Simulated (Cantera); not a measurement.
Input: 1 mol Si2Cl6, 41 mol H2, at 1575 K and 1.00 bar.

Method: chemical equilibrium by Gibbs-energy minimisation in Cantera with the NASA 1993 tables (ideal gas, pure condensed phases). Candidate condensed phases: Si; 19 gas species. The feed counts by its element totals alone. The tables' values for SiCl3 are old estimates; treat these amounts as uncertain. Kinetics and transport are ignored.

Base state: H2 0.896, HCl 0.0761, SiCl2 0.0219, SiCl3 0.00277, SiHCl3 0.00144, SiCl4 0.000917, SiH2Cl2 0.000374, H 3.93e-5 (mole fractions); condensed: Si(s).

### Question
What changes in the equilibrium state with this change: temperature from 1575 K to 1750 K?

### Answer
```csv
species,before,after
H2,0.896,0.892
HCl,0.0761,0.0814
SiCl2,0.0219,0.0247
SiCl,1.83e-6,1.52e-5
SiCl4,0.000917,0.000130
Cl,2.65e-6,1.55e-5
H,3.93e-5,0.000220
"Si(s), mol",0.798,0
"Si(l), mol",0,0.829
```
The tables' values for SiCl3, SiCl are old estimates; treat these amounts as uncertain. Gases not in the tables: Si2H6 and higher silanes.

### Question
What changes in the equilibrium state with this change: temperature from 1575 K to 1148.15 K?

### Answer
| species | before | after |
|---|---|---|
| H2 | 0.896 | 0.943 |
| HCl | 0.0761 | 0.0223 |
| SiCl4 | 0.000917 | 0.0167 |
| SiCl2 | 0.0219 | 0.00116 |
| SiHCl3 | 0.00144 | 0.0141 |
| H | 3.93e-5 | 6.98e-8 |
| SiH2Cl2 | 0.000374 | 0.00150 |
| SiCl3 | 0.00277 | 0.00133 |
| Si(s), mol | 0.798 | 0.515 |
